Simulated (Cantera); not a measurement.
Input (Python, Cantera):

```python
import numpy as np
import cantera as ct

gas = ct.Solution("gri30.yaml")
gas.TPX = 1475, 81000, {'C2H6': 1, 'H2': 3.9}
reactor = ct.IdealGasConstPressureReactor(gas, energy="off", clone=False)
net = ct.ReactorNet([reactor])
net.rtol, net.atol = 1e-08, 1e-18
show = ['C2H6', 'H2', 'C2H4', 'C2H2', 'CH3']
times = np.geomspace(0.0008, 4, 12)

steps = ct.SolutionArray(gas, extra=["t"])
rows = []
print(f"{'t/s':>10s}{'T/K':>9s}{'P/Pa':>11s}" + "".join(f"{s:>11s}" for s in show))
for t in times:
    while net.time < t:
        t_next = net.step()
        steps.append(gas.state, t=t_next)
    rows.append([np.interp(t, steps.t, y) for y in (steps.T, steps.P, *steps(*show).X.T)])
    print(f"{t:10.3e}{rows[-1][0]:9.1f}{rows[-1][1]:11.4g}" + "".join(f"{x:11.3e}" for x in rows[-1][2:]))
rate = np.gradient(steps.T, steps.t)
print("integrator steps:", len(steps.t))
if steps.T.max() > steps.T[0] + 200:
    print(f"time of steepest temperature rise: {steps.t[rate.argmax()]:.4e} s")
gas.TPX = 1475, 81000, {'C2H6': 1, 'H2': 3.9}
gas.equilibrate("TP")
print(f"equilibrium (TP): T = {gas.T:.1f} K  " + "  ".join(f"{s} {gas[s].X[0]:.3e}" for s in show))
```

Result:

```
       t/s      T/K       P/Pa       C2H6         H2       C2H4       C2H2        CH3
 8.000e-04   1475.0    8.1e+04  2.093e-03  7.774e-01  9.905e-02  2.418e-02  1.473e-04
 1.735e-03   1475.0    8.1e+04  6.678e-04  7.791e-01  8.805e-02  3.446e-02  8.352e-05
 3.764e-03   1475.0    8.1e+04  4.004e-04  7.813e-01  7.342e-02  4.717e-02  6.612e-05
 8.164e-03   1475.0    8.1e+04  2.864e-04  7.842e-01  5.388e-02  6.396e-02  5.882e-05
 1.771e-02   1475.0    8.1e+04  1.823e-04  7.868e-01  3.456e-02  8.043e-02  5.065e-05
 3.841e-02   1475.0    8.1e+04  1.234e-04  7.876e-01  2.342e-02  8.954e-02  4.500e-05
 8.331e-02   1475.0    8.1e+04  1.097e-04  7.860e-01  2.067e-02  9.083e-02  4.408e-05
 1.807e-01   1475.0    8.1e+04  1.081e-04  7.822e-01  2.013e-02  8.916e-02  4.516e-05
 3.920e-01   1475.0    8.1e+04  1.064e-04  7.754e-01  1.932e-02  8.605e-02  4.711e-05
 8.502e-01   1475.0    8.1e+04  1.049e-04  7.655e-01  1.817e-02  8.148e-02  4.981e-05
 1.844e+00   1475.0    8.1e+04  1.042e-04  7.555e-01  1.702e-02  7.683e-02  5.246e-05
 4.000e+00   1475.0    8.1e+04  1.042e-04  7.504e-01  1.645e-02  7.449e-02  5.377e-05
integrator steps: 1269
equilibrium (TP): T = 1475.0 K  C2H6 1.042e-04  H2 7.497e-01  C2H4 1.638e-02  C2H2 7.418e-02  CH3 5.394e-05
```

Computed with Cantera and GRI-Mech 3.0 (53 species, 325 reactions). GRI-Mech 3.0 stops at C3 and has no aromatics, soot or wall deposition, so with more carbon than oxygen in the feed, carbon stays in small species such as C2H2 where larger ones or solid carbon would form.
